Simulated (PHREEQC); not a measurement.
0.37 g of hydrous ferric oxide (600 m²/g; 0.2 weak and 0.005 strong sites per Fe, Dzombak-Morel constants, diffuse double layer) in 1 kg of water with 0.01 mol/kgw of an inert sodium salt and 5.9e-05 mol/kgw Na2HAsO4, at 25 °C; the pH is set by adding NaOH or the inert anion's acid. Oxygen is held at 0.21 atm. The system is closed to CO2. Nothing may precipitate in this run.

Base run: PHREEQC, ion-association model, wateq4f.dat. Each further column changes one thing. The table gives surface charge σ (C/m²).

```csv
pH,base,background salt from 0.01 to 0.001 mol/kgw,oxide from 0.37 to 1.9 g/kgw,0.0018 mol/kgw Na2SeO4 added
3,0.292,0.232,0.323,0.031
4,0.192,0.103,0.217,0.029
4.5,0.138,0.065,0.160,0.028
5.5,0.060,0.024,0.074,0.024
6.5,0.021,0.008,0.028,0.015
7.5,0.003,0.001,0.007,0.003
8,-0.003,-0.001,0.000,-0.004
9,-0.020,-0.007,-0.014,-0.024
```

The oxide is taken as insoluble; below pH 4 it would dissolve.
